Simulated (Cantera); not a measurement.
Input: 1 mol SiCl4, 0.016 mol CH4, 5.4 mol H2, 0.12 mol C2H2, at 1475 K and 4.00 mbar.

These are equilibrium values from Cantera (NASA tables, ideal gas, pure condensed phases), not measurements of a reactor. Candidate condensed phases: C, C6H6, C7H8, C8H18, Si, SiC; 109 gas species. The tables' values for SiCl3 are old estimates; treat these amounts as uncertain. Rates play no part.

Base state: H2 0.577, HCl 0.323, SiCl2 0.0898, SiCl3 0.00708, SiCl4 0.00190, SiHCl3 0.000322, H 0.000156, Cl 7.07e-5 (mole fractions); condensed: SiC(s).

Question: What changes in the equilibrium state with this change: SiCl4 replaced by CH3SiCl3?

Answer: 
```tsv
species	before	after
H2	0.577	0.654
HCl	0.323	0.342
SiCl2	0.0898	0.00372
SiCl4	0.00190	7.80e-5
SiCl3	0.00708	0.000292
SiHCl3	0.000322	1.41e-5
H	0.000156	0.000166
Cl	7.07e-5	7.03e-5
SiC(s), mol	0.256	0.965
C(graphite), mol	0	0.291
```
The feed counts by its element totals alone.
